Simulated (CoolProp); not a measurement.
Vapour-liquid equilibrium of benzene (1) + n-octane (2) at 0.0208 MPa; x and y are mole fractions of (1).

The numbers come from the multi-fluid Helmholtz-energy mixture model, Thol 2012 and Beckmüller 2019; pair parameters Bell 2016 in CoolProp.

```tsv
x	bubble temperature (°C)	y at the bubble point	dew temperature at overall composition x (°C)	liquid density (mol/L)
0.05	71.5	0.228	75.8	5.916
0.15	62.6	0.516	73.5	6.285
0.25	56.0	0.675	70.9	6.670
0.35	51.2	0.770	68.1	7.079
0.45	47.6	0.830	64.9	7.521
0.55	44.7	0.873	61.4	8.004
0.65	42.5	0.905	57.2	8.540
0.75	40.5	0.933	52.3	9.141
0.85	38.7	0.959	46.3	9.821
0.95	37.0	0.986	39.3	10.60
```

No azeotrope shows between x = 0.05 and 0.95.

Pair parameters are fitted to limited data, so mixtures are less certain than the pure fluids.
